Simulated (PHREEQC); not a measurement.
1 kg of water holding 0.069 mol NaCl and 0.07 mol NaOH is evaporated at 60 °C; the solids stay in contact with the brine. No CO2 enters from the air. Only these solids could form: Halite.

The series has 27 steps of water left (kg), from 1 to 0.006093.

Equilibrium calculation in PHREEQC: Pitzer model, pitzer.dat.

Task: Which solids form, in which order, and at which step of the series does each first stand?

Result: Halite from water left = 0.01337 kg (pH 13.93).

Constants without temperature data keep their 25 °C values here.
